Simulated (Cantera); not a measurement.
Stirred combustor or abatement burner

A perfectly stirred reactor is fed with 13.5 % CH4, 0.579 % C2H6, 18.0 % O2, 67.9 % N2, at 10.0 bar; it is adiabatic with a 373 K inlet, and is followed from long to short residence time, starting on the burning branch (τ in s: 0.02, 0.0099, 0.0048, 0.0023, 0.0011, 0.00054, 0.00026, 0.00013, 6.2e-05, 3e-05).

Computed with Cantera and GRI-Mech 3.0 (53 species, 325 reactions).

```
τ (s)    T (K)    x CH4    x C2H6      x O2    x CH2O   x C2H2   x CH2CO
-------  -----  -------  --------  --------  --------  -------  --------
0.020     1922  0.00689   7.86e-6  0.000546   7.61e-6  0.00405   1.70e-5
0.0099    1926  0.00844   1.45e-5   0.00101   1.27e-5  0.00503   2.91e-5
0.0048    1926   0.0102   2.72e-5   0.00187   2.18e-5  0.00580   4.99e-5
0.0023    1918   0.0122   5.27e-5   0.00349   3.84e-5  0.00620   8.68e-5
0.0011    1893   0.0148  0.000111   0.00667   7.09e-5  0.00609  0.000156
0.00054   1829   0.0190  0.000282    0.0139  0.000155  0.00510  0.000319
0.00026    373    0.135   0.00579     0.180    <1e-12   <1e-12    <1e-12
0.00013    373    0.135   0.00579     0.180    <1e-12   <1e-12    <1e-12
6.2e-5     373    0.135   0.00579     0.180    <1e-12   <1e-12    <1e-12
3.0e-5     373    0.135   0.00579     0.180    <1e-12   <1e-12    <1e-12
```
x: mole fraction; the columns are a selection and need not sum to one.
